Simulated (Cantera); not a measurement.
A perfectly stirred reactor is fed with 14.2 % H2, 8.85 % O2, 77.0 % N2, equivalence ratio 0.80, at 35000 Pa; it is adiabatic with a 625 K inlet, and is followed from long to short residence time, starting on the burning branch (τ in s: 0.44, 0.16, 0.059, 0.022, 0.0081, 0.003, 0.0011, 0.00041, 0.00015, 5.6e-05).

Model: GRI-Mech 3.0 (53 species, 325 reactions), integrated in Cantera.

One state of this run: T (K) = 1575; x H2 = 0.00693; x O2 = 0.0215; x NO2 = 1.16e-9; x H2O = 0.140; x NO = 1.56e-5; x H2O2 = 3.44e-7; x H = 0.00469. x: mole fraction; the columns are a selection and need not sum to one.

Question: Which value of τ (s) does it belong to?
A. 0.0081
B. 0.0011
C. 0.44
D. 0.022

Answer: A, 0.0081
